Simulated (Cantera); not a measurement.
Charge: 1 mol PbO, 0.45 mol H2, equilibrated at 75.0 Torr.

Equilibrium computed with Cantera from the NASA thermochemical tables; the gas is ideal and each condensed phase is pure. Candidate condensed phases: H2O, Pb, PbO, PbO2, Pb3O4; 12 gas species. Each liquid is taken as pure. Mutual solubility and eutectic melting of coexisting phases are not modelled. Gases not in the tables: (PbO)n polymers. Rates play no part. All values below are at 1475 K.

Base state: H2O 0.743, Pb 0.192, PbO 0.0638, H2 0.000723, Pb2 6.85e-5, OH 2.97e-5, O2 1.91e-5 (mole fractions); condensed: Pb(l) + PbO(l).

Task: What changes in the equilibrium state with this change: pressure from 75.0 Torr to 33.0 Torr?

Result: 
```tsv
species	before	after
H2O	0.743	0.427
Pb	0.192	0.427
PbO	0.0638	0.145
O2	1.91e-5	4.55e-5
Pb2	6.85e-5	0.000149
H2	0.000723	0.000407
OH	2.97e-5	3.43e-5
Pb(l), mol	0.333	0
PbO(l), mol	0.512	0.398
```
